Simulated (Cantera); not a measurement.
What does this Cantera script print?

```python
import numpy as np
import cantera as ct

gas_names = """
    N N2 V VN
""".split()
cond_names = """
    V(cr) V(L) VN(s)
""".split()


# ... load() reads the species with a 1 bar reference pressure and builds the phases ...
atoms = {
    'V': {'V': 1},
    'N2': {'N': 2},
}
top_T = {'VN(s)': 2300}  # K; cautious upper limits of use, not melting points


# ... equilibrate(T, P, feed) seeds the gas with the atoms and calls Mixture.equilibrate('TP', solver="vcs", rtol=1e-11, max_steps=5000) ...
results = []
feed = {'V': 1, 'N2': 2.9}  # mol
for P in [0.1, 1, 10, 100, 1000, 10000, 100000, 1000000]:
    for T in [1523, 1548, 1573, 1598, 1623, 1648, 1673, 1698, 1723]:
        mix = equilibrate(T, P, feed)
        results.append((T, P, feed, dict(zip(mix.species_names, mix.species_moles))))

for T, P, feed, n in results:
    print(f"{T:7g} {P:10.4g}  " + (" + ".join(c for c in cond_names if n.get(c, 0) > 1e-12) or "gas only"))
```

Result:

```
   1523        0.1  VN(s)
   1548        0.1  V(cr)
   1573        0.1  V(cr)
   1598        0.1  V(cr)
   1623        0.1  V(cr)
   1648        0.1  V(cr)
   1673        0.1  V(cr)
   1698        0.1  V(cr)
   1723        0.1  V(cr)
   1523          1  VN(s)
   1548          1  VN(s)
   1573          1  VN(s)
   1598          1  VN(s)
   1623          1  VN(s)
   1648          1  VN(s)
   1673          1  V(cr)
   1698          1  V(cr)
   1723          1  V(cr)
   1523         10  VN(s)
   1548         10  VN(s)
   1573         10  VN(s)
   1598         10  VN(s)
   1623         10  VN(s)
   1648         10  VN(s)
   1673         10  VN(s)
   1698         10  VN(s)
   1723         10  VN(s)
   1523        100  VN(s)
   1548        100  VN(s)
   1573        100  VN(s)
   1598        100  VN(s)
   1623        100  VN(s)
   1648        100  VN(s)
   1673        100  VN(s)
   1698        100  VN(s)
   1723        100  VN(s)
   1523       1000  VN(s)
   1548       1000  VN(s)
   1573       1000  VN(s)
   1598       1000  VN(s)
   1623       1000  VN(s)
   1648       1000  VN(s)
   1673       1000  VN(s)
   1698       1000  VN(s)
   1723       1000  VN(s)
   1523      1e+04  VN(s)
   1548      1e+04  VN(s)
   1573      1e+04  VN(s)
   1598      1e+04  VN(s)
   1623      1e+04  VN(s)
   1648      1e+04  VN(s)
   1673      1e+04  VN(s)
   1698      1e+04  VN(s)
   1723      1e+04  VN(s)
   1523      1e+05  VN(s)
   1548      1e+05  VN(s)
   1573      1e+05  VN(s)
   1598      1e+05  VN(s)
   1623      1e+05  VN(s)
   1648      1e+05  VN(s)
   1673      1e+05  VN(s)
   1698      1e+05  VN(s)
   1723      1e+05  VN(s)
   1523      1e+06  VN(s)
   1548      1e+06  VN(s)
   1573      1e+06  VN(s)
   1598      1e+06  VN(s)
   1623      1e+06  VN(s)
   1648      1e+06  VN(s)
   1673      1e+06  VN(s)
   1698      1e+06  VN(s)
   1723      1e+06  VN(s)
```

These are equilibrium values from Cantera (NASA tables, ideal gas, pure condensed phases), not measurements of a reactor. VN: taken at fixed stoichiometry. Condensed phases not in the tables: V2N, N, O or C dissolved in the metal.
